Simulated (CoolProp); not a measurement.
Vapour-liquid equilibrium of isobutane (1) + acetone (2) at 0.15 MPa; x and y are mole fractions of (1).

The numbers come from the multi-fluid Helmholtz-energy mixture model, Bücker 2006 and Lemmon 2006; pair parameters Bell 2016 in CoolProp.

Problem. Give the bubble temperature and the first vapour's composition at x = 0.125, 0.2, 0.8. Is there an azeotrope?

Solution. x = 0.125: 292.1 K, y = 0.851; x = 0.2: 282.6 K, y = 0.908; x = 0.8: 274.5 K, y = 0.949. No azeotrope shows between x = 0.05 and 0.95.

Pair parameters are fitted to limited data, so mixtures are less certain than the pure fluids. With so large a gap from Raoult's law the liquid may split in two, which this calculation doesn't test in full.
